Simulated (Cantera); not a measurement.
Feed: 1 mol SiCl₄, 2.1 mol Cl₂, 1.9 mol H₂, equilibrated at 1623.15 K and 17.0 bar.

These are equilibrium values from Cantera (NASA tables, ideal gas, pure condensed phases), not measurements of a reactor. Candidate condensed phases: Si; 19 gas species. The tables' values for SiCl₃ are old estimates; treat these amounts as uncertain. Rates play no part.

Question: What is the equilibrium state?

Answer: 
```
Quantity                              Value
--------------------------------  ---------
x(HCl)                                0.758
x(SiCl₄)                              0.199
x(Cl₂)                               0.0370
x(Cl)                               0.00587
x(SiCl₃)                            3.89e-5
x(H₂)                               2.92e-6
gas amount                        5.015 mol
log10 activity of Si(s) (absent)     -13.59
```
